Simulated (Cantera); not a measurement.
Stirred combustor or abatement burner

A perfectly stirred reactor is fed with CH₄ : H₂ : O₂ : N₂ : H₂O = 1 : 1.1 : 4.4 : 16.5 : 6.4 (molar parts), equivalence ratio 0.58, at 4.90 bar; it is adiabatic with a 500 K inlet, and is followed from long to short residence time, starting on the burning branch (τ in s: 0.2, 0.096, 0.048, 0.023, 0.012, 0.0057, 0.0028, 0.0014, 0.00069, 0.00034, 0.00017, 8.3e-05, 4.1e-05).

Detailed kinetics in Cantera: GRI-Mech 3.0 (53 species, 325 reactions).

| τ (s) | T (K) | x CH₄ | x H₂ | x O₂ | x CH₂O | x C₂H₆ | x H₂O |
|---|---|---|---|---|---|---|---|
| 0.20 | 1519 | 1.25e-5 | 2.66e-5 | 0.0642 | 8.77e-7 | 4.39e-9 | 0.329 |
| 0.096 | 1518 | 2.18e-5 | 4.71e-5 | 0.0642 | 1.62e-6 | 1.29e-8 | 0.329 |
| 0.048 | 1516 | 3.76e-5 | 8.23e-5 | 0.0643 | 2.91e-6 | 3.61e-8 | 0.329 |
| 0.023 | 1513 | 6.87e-5 | 0.000153 | 0.0645 | 5.59e-6 | 1.09e-7 | 0.329 |
| 0.012 | 1508 | 0.000122 | 0.000273 | 0.0649 | 1.03e-5 | 2.99e-7 | 0.328 |
| 0.0057 | 1496 | 0.000254 | 0.000569 | 0.0658 | 2.29e-5 | 1.03e-6 | 0.328 |
| 0.0028 | 1459 | 0.000682 | 0.00144 | 0.0686 | 6.50e-5 | 4.59e-6 | 0.325 |
| 0.0014 | 500 | 0.0340 | 0.0374 | 0.150 | <1e-12 | <1e-12 | 0.218 |
| 0.00069 | 500 | 0.0340 | 0.0374 | 0.150 | <1e-12 | <1e-12 | 0.218 |
| 0.00034 | 500 | 0.0340 | 0.0374 | 0.150 | <1e-12 | <1e-12 | 0.218 |
| 0.00017 | 500 | 0.0340 | 0.0374 | 0.150 | <1e-12 | <1e-12 | 0.218 |
| 8.3e-5 | 500 | 0.0340 | 0.0374 | 0.150 | <1e-12 | <1e-12 | 0.218 |
| 4.1e-5 | 500 | 0.0340 | 0.0374 | 0.150 | <1e-12 | <1e-12 | 0.218 |
x: mole fraction; the columns are a selection and need not sum to one.
